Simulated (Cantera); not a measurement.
Mixture: 8.14 % CH4, 0.334 % C2H6, 2.85 % C3H8, 18.6 % O2, 70.1 % N2, at 6.61 atm, adiabatic and at constant pressure. Ignition delay is the time to a rise of 400 K.

Computed with Cantera and GRI-Mech 3.0 (53 species, 325 reactions). GRI-Mech 3.0 was tuned for natural gas; its chemistry of propane as a main component is partial and can be far from experiment.

### Question
Predict: delay at 1300 K; delay at 1500 K; delay at 1700 K; delay at 1900 K; apparent activation energy between 1800 and 2000 K.

### Answer
* **delay at 1300 K**: 0.519 ms
* **delay at 1500 K**: 41.4 µs
* **delay at 1700 K**: 8.21 µs
* **delay at 1900 K**: 2.97 µs
* **apparent activation energy between 1800 and 2000 K**: 120 kJ/mol
